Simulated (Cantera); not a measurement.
# Adiabatic ignition

An adiabatic, constant-volume homogeneous reactor starts with CH4 : O2 : N2 = 1 : 1.54 : 5.08 (molar parts), equivalence ratio 1.3, at 1600 K and 7500 Torr.

Computed with Cantera and GRI-Mech 3.0 (53 species, 325 reactions). Above 3000 K some thermodynamic fits are extrapolated.

| t (s) | T (K) | P (bar) | x CH4 | x O2 | x H2O2 | x N2O | x OH |
|---|---|---|---|---|---|---|---|
| 9.00e-6 | 1600 | 10.0 | 0.131 | 0.202 | 7.74e-7 | 8.24e-10 | 5.57e-7 |
| 1.84e-5 | 1602 | 10.0 | 0.130 | 0.202 | 1.27e-6 | 2.54e-9 | 1.22e-6 |
| 3.75e-5 | 1615 | 10.1 | 0.127 | 0.200 | 3.77e-6 | 1.02e-8 | 3.38e-6 |
| 7.65e-5 | 3252 | 22.2 | 8.48e-12 | 0.00547 | 1.48e-6 | 1.69e-6 | 0.0214 |
| 0.000156 | 3236 | 22.1 | 9.58e-12 | 0.00468 | 1.34e-6 | 1.94e-6 | 0.0199 |
| 0.000319 | 3236 | 22.1 | 9.58e-12 | 0.00468 | 1.34e-6 | 1.94e-6 | 0.0199 |
| 0.000651 | 3236 | 22.1 | 9.58e-12 | 0.00468 | 1.34e-6 | 1.94e-6 | 0.0199 |
| 0.00133 | 3236 | 22.1 | 9.58e-12 | 0.00468 | 1.34e-6 | 1.94e-6 | 0.0199 |
| 0.00271 | 3236 | 22.1 | 9.58e-12 | 0.00468 | 1.34e-6 | 1.94e-6 | 0.0199 |
| 0.00553 | 3236 | 22.1 | 9.58e-12 | 0.00468 | 1.34e-6 | 1.94e-6 | 0.0199 |
| 0.0113 | 3236 | 22.1 | 9.58e-12 | 0.00468 | 1.34e-6 | 1.94e-6 | 0.0199 |
| 0.0230 | 3236 | 22.1 | 9.58e-12 | 0.00468 | 1.34e-6 | 1.94e-6 | 0.0199 |
| 0.0470 | 3236 | 22.1 | 9.58e-12 | 0.00468 | 1.34e-6 | 1.94e-6 | 0.0199 |
| 0.0960 | 3236 | 22.1 | 9.58e-12 | 0.00468 | 1.34e-6 | 1.94e-6 | 0.0199 |
| 0.196 | 3236 | 22.1 | 9.58e-12 | 0.00468 | 1.34e-6 | 1.94e-6 | 0.0199 |
| 0.400 | 3236 | 22.1 | 9.58e-12 | 0.00468 | 1.34e-6 | 1.94e-6 | 0.0199 |
x: mole fraction; the columns are a selection and need not sum to one.

time of steepest temperature rise: 69.4 µs
temperature at 0.400 s: 3236 K
equilibrium temperature: 3236 K
x(CH4) at 0.400 s: 9.58e-12 (gas-phase equilibrium 1.14e-11)
x(O2) at 0.400 s: 0.00468 (gas-phase equilibrium 0.00468)
x(H2O2) at 0.400 s: 1.34e-6 (gas-phase equilibrium 1.34e-6)
